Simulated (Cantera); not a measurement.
A closed system holds: 1 mol Si, 0.043 mol O2, 3 mol N2, at 1975 K and 1.00 bar.

Method: chemical equilibrium by Gibbs-energy minimisation in Cantera with the NASA 1993 tables (ideal gas, pure condensed phases). Candidate condensed phases: Si, SiO2, Si2N2O, Si3N4; 16 gas species. Mutual solubility and eutectic melting of coexisting phases are not modelled. Equilibrium is a limit: real reactors are often held back by kinetics, nucleation or transport.

Base state: N2 0.998, SiO 0.00197 (mole fractions); condensed: Si2N2O(s) + Si3N4(s).

**Question.** What changes in the equilibrium state with this change: 0.0068 mol HF added?

**Answer.** 
```tsv
species	before	after
N2	0.998	0.995
SiO	0.00197	0.00198
H2	0	0.00130
SiF2	0	0.000678
SiF3	0	0.000350
HF	0	0.000215
SiF4	0	5.45e-5
H	0	4.93e-5
Si2N2O(s), mol	0.0813	0.0813
Si3N4(s), mol	0.278	0.277
```
The tables' values for SiF2, SiF3, SiF are old estimates; treat these amounts as uncertain. Further candidate phases: H2O.
